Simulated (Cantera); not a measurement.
Cantera run:

```python
import numpy as np
import cantera as ct

gas_names = [...]  # 109 gases of nasa_gas.yaml made of C, Cl, H, Si
cond_names = """
    C(gr) C6H6(L) C7H8(L) C8H18(L),n-octa Si(cr) Si(L) SiC(b)
""".split()


# ... load() reads the species with a 1 bar reference pressure and builds the phases ...
atoms = {
    'SiH2Cl2': {'Si': 1, 'H': 2, 'CL': 2},
    'C3H8': {'C': 3, 'H': 8},
    'H2': {'H': 2},
}
top_T = {'C(gr)': 4500, 'SiC(b)': 3050}  # K; cautious upper limits of use, not melting points


# ... equilibrate(T, P, feed) seeds the gas with the atoms and calls Mixture.equilibrate('TP', solver="vcs", rtol=1e-11, max_steps=5000) ...
results = []
feed = {'SiH2Cl2': 1, 'C3H8': 0.19, 'H2': 10}  # mol
P = 1700  # Pa
for T in [925, 1075, 1225, 1375, 1525, 1675, 1825, 1975, 2125, 2275]:
    mix = equilibrate(T, P, feed)
    results.append((T, P, feed, dict(zip(mix.species_names, mix.species_moles))))

top = {s: max(r[3][s] / sum(r[3][g] for g in gas_names) for r in results) for s in gas_names}
cols = sorted((s for s in top if top[s] > 1e-05), key=lambda s: -top[s])[:6]
seen = [c for c in cond_names if any(r[3].get(c, 0) > 1e-12 for r in results)]
print("log10 of partial pressures in bar; condensed amounts in mol")
print(f"{'T/K':>10s}" + "".join(f"{s[:9]:>10s}" for s in cols + seen))
for T, P, feed, n in results:
    ng = sum(n[g] for g in gas_names)
    print(f"{T:10.4g}" + "".join(f"{np.log10(max(n[s] / ng * P / 1e5, 1e-99)):10.3f}" for s in cols)
          + "".join(f"{n.get(c, 0):10.4g}" for c in seen))
```

It prints:

```
log10 of partial pressures in bar; condensed amounts in mol
       T/K        H2       HCL         H     SiCL2     SiCL4        Si    Si(cr)     Si(L)    SiC(b)
       925    -1.797    -3.340   -10.483    -6.107    -3.282   -19.033         0         0    0.5698
      1075    -1.803    -3.168    -8.735    -4.243    -3.424   -14.120  0.004986         0      0.57
      1225    -1.819    -2.881    -7.416    -3.556    -3.911   -11.461   0.04957         0      0.57
      1375    -1.826    -2.808    -6.378    -3.331    -4.901    -9.387   0.03785         0      0.57
      1525    -1.827    -2.809    -5.540    -3.276    -5.938    -7.724    0.0194         0      0.57
      1675    -1.827    -2.818    -4.849    -3.252    -6.822    -6.363  0.002992         0      0.57
      1825    -1.830    -2.795    -4.271    -3.285    -7.546    -5.342         0   0.02977      0.57
      1975    -1.835    -2.777    -3.781    -3.328    -8.170    -4.490         0     0.033    0.5694
      2125    -1.848    -2.748    -3.364    -3.434    -8.734    -3.866         0         0    0.5647
      2275    -1.874    -2.703    -3.008    -3.704    -9.348    -3.554         0         0    0.5359
```

Equilibrium computed with Cantera from the NASA thermochemical tables; the gas is ideal and each condensed phase is pure. Mutual solubility and eutectic melting of coexisting phases are not modelled. The tables' values for SiCl3, SiCl are old estimates; treat these amounts as uncertain. Gases not in the tables: Si2H6 and higher silanes.
